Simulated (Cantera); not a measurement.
A perfectly stirred reactor is fed with 31.4 % H₂, 28.6 % O₂, 40.0 % N₂, equivalence ratio 0.55, at 0.180 bar; it is held at 975 K, and followed from long to short residence time.

Cantera simulation using the H2/O2 subset of GRI-Mech 3.0, which has no nitrogen chemistry; the numbers are that mechanism's predictions, not measurements. The temperature is held fixed by assumption; the heat of reaction is taken as removed at once.

x: mole fraction; the columns are a selection and need not sum to one.

```tsv
τ (s)	x H₂	x O₂	x OH	x H₂O₂	x O	x HO₂	x H
0.99	0.00587	0.155	2.35e-5	2.39e-5	1.95e-5	4.70e-5	___
0.49	0.00715	0.155	3.88e-5	1.78e-5	3.41e-5	5.18e-5	___
0.24	0.00894	0.156	6.29e-5	1.30e-5	5.86e-5	5.68e-5	___
0.12	0.0114	0.157	9.81e-5	9.72e-6	9.65e-5	6.20e-5	___
0.057	0.0150	0.159	0.000154	7.27e-6	0.000160	6.75e-5	___
0.028	0.0200	0.161	0.000233	5.73e-6	0.000255	7.25e-5	___
0.014	0.0265	0.163	0.000342	4.80e-6	0.000392	7.69e-5	___
0.0067	0.0361	0.167	0.000505	4.25e-6	0.000609	8.07e-5	___
0.0033	0.0487	0.173	0.000722	3.99e-6	0.000915	8.34e-5	___
0.0016	0.0660	0.180	0.00102	3.83e-6	0.00137	8.49e-5	___
0.00079	0.0883	0.190	0.00138	3.65e-6	0.00199	8.46e-5	___
```

Problem. Some entries are withheld; supply them.

Solution. 
- 0.99, x H: 9.66e-6
- 0.49, x H: 1.94e-5
- 0.24, x H: 3.92e-5
- 0.12, x H: 7.77e-5
- 0.057, x H: 0.000161
- 0.028, x H: 0.000323
- 0.014, x H: 0.000629
- 0.0067, x H: 0.00127
- 0.0033, x H: 0.00244
- 0.0016, x H: 0.00466
- 0.00079, x H: 0.00847
